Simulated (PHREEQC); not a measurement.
## Silver or lead bath: speciation

Solution (25 °C): 0.5 mol Pb(NO3)2 and 0.037 mol KBr per kg of water. Closed to the air; pH follows from the charge balance.

Model: ion-association model, wateq4f.dat, run in PHREEQC.

This is a speciation only: nothing precipitates in the calculation.

Q: What pH does the model give?

A: pH 4.03.

Q: In which forms is Pb present?

A: PbNO3+ 67 %, Pb+2 27 %, PbBr+ 5.4 % of the Pb.

Ionic strength above about 0.7 mol/kgw puts this run outside the model's range. Complexes and solids missing from the database can't appear.
